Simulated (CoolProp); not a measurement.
A closed Brayton cycle with carbon dioxide: compressor inlet 314.15 K and 9.7 MPa, high pressure 32.2 MPa, turbine inlet 860 K, compressor efficiency 0.89, turbine efficiency 0.9, recuperator effectiveness 0.8 (on enthalpy, no pinch check). Each further row changes one setting.

Computed with CoolProp (reference Helmholtz-energy equation of state, Span 1996).

```csv
case,thermal efficiency (%),net work (kJ/kg),compressor to turbine work,compressor exit (K),turbine exit (K)
as stated,33.7,125,0.23,360.6,713.1
turbine inlet 810 K,32.7,115,0.25,360.6,668.2
compressor inlet 324.15 K,32.7,110,0.33,406.2,713.1
high pressure 27.4 MPa,31.8,113,0.21,353.5,732.2
recuperator effectiveness 0.5,25.1,125,0.23,360.6,713.1
```
